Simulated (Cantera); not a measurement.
Input: 1 mol C2F6, 0.04 mol HCl, at 1525 °C and 59.0 Pa.

Method: chemical equilibrium by Gibbs-energy minimisation in Cantera with the NASA 1993 tables (ideal gas, pure condensed phases). Candidate condensed phases: C, C6H6, C7H8, C8H18; 118 gas species. The feed counts by its element totals alone. Gases not in the tables: C2F6 and larger saturated fluorocarbons. The numbers say what is thermodynamically allowed, not how fast it happens.

Base state: CF4 0.849, CF2 0.0655, F 0.0337, HF 0.0240, Cl 0.0239, CF3 0.00360, CF 5.13e-5, CClF3 3.38e-5 (mole fractions); condensed: C(graphite).

Question: What changes in the equilibrium state with this change: HCl from 0.04 to 0.16 mol?

Answer: 
```tsv
species	before	after
CF4	0.849	0.734
HF	0.0240	0.0848
Cl	0.0239	0.0846
CF2	0.0655	0.0609
F	0.0337	0.0325
HCl	3.67e-6	4.77e-5
Cl2	3.44e-6	4.31e-5
ClF	9.35e-6	3.19e-5
C(graphite), mol	0.468	0.496
```
